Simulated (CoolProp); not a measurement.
Vapour-liquid equilibrium of m-xylene (1) + o-xylene (2) at 527.2 K; x and y are mole fractions of (1).

Computed with CoolProp (multi-fluid Helmholtz-energy mixture model, Zhou 2012 and Zhou 2012; pair parameters Bell 2016).

```csv
x,"bubble pressure, mixture model (kPa)","bubble pressure, Raoult's law (kPa)","y, mixture model","y, Raoult's law"
0.05,945.7,946.3,0.054,0.056
0.2,961.4,962.8,0.214,0.218
0.35,978.1,979.3,0.370,0.376
0.5,995.3,995.9,0.522,0.528
0.65,1013,1012,0.669,0.675
0.8,1030,1029,0.813,0.817
0.95,1046,1045,0.954,0.955
```

The largest gap from Raoult's law is -0.1 % in bubble pressure, at x = 0.2. No azeotrope shows between x = 0.05 and 0.95.

Pair parameters are fitted to limited data, so mixtures are less certain than the pure fluids.
